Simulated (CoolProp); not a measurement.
A Linde-Hampson liquefier for dry air: isothermal reversible compression at 280 K from 1 atm to 10 MPa, throttling to 1 atm, return gas leaving the recuperator 2 K below the feed. Each further row changes one setting.

Values from CoolProp's reference Helmholtz-energy equation of state, Lemmon 2000. It is a pseudo-pure fit of the blend.

| case | liquid yield per pass | compression work (kJ/kg of gas) |
|---|---|---|
| as stated | 0.053 | 366 |
| high pressure 20 MPa | 0.095 | 421 |
| warm-end temperature 310 K | 0.038 | 408 |
| warm-end gap 7 K | 0.041 | 366 |
